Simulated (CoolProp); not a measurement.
Saturated liquid density (kg/m³) of c-C4F8 (RC318): the reference equation beside estimates from Tc = 388.4 K, pc = 2.778 MPa, ω = 0.355. Rackett uses Z = 0.29056 − 0.08775 ω.

Computed with CoolProp (reference Helmholtz-energy equation of state, Platzer 1990). This equation is an older, rougher fit; its heat capacities, sound speeds and derivatives of the liquid may be far off and weren't checked against measurements.

| T (K) | reference | Rackett | van der Waals | Peng-Robinson |
|---|---|---|---|---|
| 271.7 | 1599 | 1727 | ? | 1705 |
| 281.2 | 1564 | 1688 | 961.0 | 1666 |
| 290.7 | 1528 | 1647 | 938.5 | 1623 |
| 300.3 | 1490 | 1604 | 914.5 | ? |
| 309.8 | 1450 | 1560 | ? | 1525 |
| 319.3 | ? | 1512 | 862.3 | ? |
| 328.8 | 1362 | 1461 | 833.4 | ? |
| 338.3 | 1313 | ? | 801.9 | ? |
| 347.8 | 1258 | 1346 | 767.2 | 1262 |

Question: Fill in the missing entries.

Answer: 
- 271.7, van der Waals: 982.4
- 300.3, Peng-Robinson: 1576
- 309.8, van der Waals: 889.2
- 319.3, reference: 1407
- 319.3, Peng-Robinson: 1470
- 328.8, Peng-Robinson: 1408
- 338.3, Rackett: 1407
- 338.3, Peng-Robinson: 1340

Absolute difference from the reference over all 9 rows, mean and median: Rackett 7.5 and 7.6 %, van der Waals 38.7 and 38.7 %, Peng-Robinson 4.5 and 5.2 %.
